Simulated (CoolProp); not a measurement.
A simple Rankine cycle with water: condensing at 298.15 K, boiler at 18.8 MPa, turbine inlet 635.8 K, turbine efficiency 0.85, pump efficiency 0.7, no recuperator. Each further row changes one setting.

Model: reference Helmholtz-energy equation of state, Wagner 2002, in CoolProp.

```
case                             thermal efficiency (%)  net work (kJ/kg)  heat in (kJ/kg)  turbine exit temperature (K)  volume ratio over the turbine
-------------------------------  ----------------------  ----------------  ---------------  ----------------------------  -----------------------------
as stated                                          34.5               825             2390                         298.1                           3800
turbine inlet 655.8 K                              35.4               927             2620                         298.1                           3070
condensing temperature 290.15 K                    35.4               858             2430                         290.1                           6000
boiler pressure 13.2 MPa                           35.1               961             2740                         298.1                           1990
turbine efficiency 0.75                            30.3               725             2390                         298.1                           4040
```

The expansion ends wet for: as stated; turbine inlet 655.8 K; condensing temperature 290.15 K; boiler pressure 13.2 MPa; turbine efficiency 0.75.
